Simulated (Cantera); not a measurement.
Carbothermic reduction: CuO + CO + H₂

Input: 1 mol CuO, 1.7 mol CO, 4.4 mol H₂, held at 101000 Pa.

Equilibrium computed with Cantera from the NASA thermochemical tables; the gas is ideal and each condensed phase is pure. Candidate condensed phases: C, C₆H₆, C₇H₈, C₈H₁₈, Cu, CuO, Cu(OH)₂, Cu₂O, H₂O; 113 gas species. The numbers say what is thermodynamically allowed, not how fast it happens.

At 850 K the condensed part is C(graphite) + Cu(s). From 950 K to 1350 K the condensed part is Cu(s). From 1450 K to 1850 K the condensed part is Cu(l).

```tsv
T (K)	log p H₂	log p CO	log p H₂O	log p CO₂	log p CH₄	log p Cu	log p H	n C(graphite)	n Cu(s)	n Cu(l)
850	-0.35	-1.11	-0.62	-0.90	-0.91	<-11	-10.86	0.156	1.00	0
950	-0.24	-0.73	-0.86	-1.10	-1.41	-11.72	-9.38	0	1.00	0
1050	-0.22	-0.64	-0.92	-1.28	-2.35	-9.98	-8.20	0	1.00	0
1150	-0.22	-0.62	-0.90	-1.38	-3.33	-8.54	-7.24	0	1.00	0
1250	-0.22	-0.61	-0.88	-1.46	-4.17	-7.33	-6.43	0	1.00	0
1350	-0.23	-0.60	-0.86	-1.53	-4.89	-6.31	-5.74	0	1.000	0
1450	-0.23	-0.59	-0.85	-1.59	-5.51	-5.46	-5.14	0	0	1.000
1550	-0.23	-0.59	-0.84	-1.64	-6.04	-4.73	-4.62	0	0	1.000
1650	-0.23	-0.58	-0.84	-1.69	-6.51	-4.09	-4.16	0	0	1.000
1750	-0.23	-0.58	-0.83	-1.73	-6.92	-3.52	-3.75	0	0	0.998
1850	-0.24	-0.58	-0.83	-1.77	-7.29	-3.02	-3.39	0	0	0.994
```
log p: log10 of the partial pressure in bar; n: condensed amount in mol.
